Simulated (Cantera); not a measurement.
Feed: 1 mol FeS, 0.42 mol SO₃, 2 mol H₂O, at 1848 K and 17.0 mbar.

Method: chemical equilibrium by Gibbs-energy minimisation in Cantera with the NASA 1993 tables (ideal gas, pure condensed phases). Candidate condensed phases: Fe, FeO, Fe(OH)₂, Fe(OH)₃, FeS, FeSO₄, FeS₂, Fe₂O₃, Fe₂(SO₄)₃, Fe₃O₄, H₂O, H₂SO₄, S; 22 gas species. The tables' stoichiometric FeO is somewhat more stable than real wüstite, so its field is too wide. FeO: taken at fixed stoichiometry. Kinetics and transport are ignored.

Base state: H₂O 0.417, H₂ 0.238, SO₂ 0.152, S₂ 0.132, SO 0.0349, H₂S 0.0104, SH 0.00877, S 0.00302 (mole fractions); condensed: FeO(l).

### Question
What changes in the equilibrium state with this change: temperature from 1848 K to 1398.15 K?

### Answer
```tsv
species	before	after
H₂O	0.417	0.642
SO₂	0.152	0.164
S₂	0.132	0.0954
H₂	0.238	0.0752
SO	0.0349	0.00264
H₂S	0.0104	0.0187
Fe(OH)₂	7.82e-5	3.50e-6
Fe	0.000875	3.78e-8
FeO	2.06e-5	<1e-9
FeO(l), mol	0.997	0
FeO(s), mol	0	0.612
FeS(s), mol	0	0.388
```
Metal and sulfide melt together well below either melting point, which pure phases cannot show. Mutual solubility and eutectic melting of coexisting phases are not modelled. FeO, FeS: taken at fixed stoichiometry.
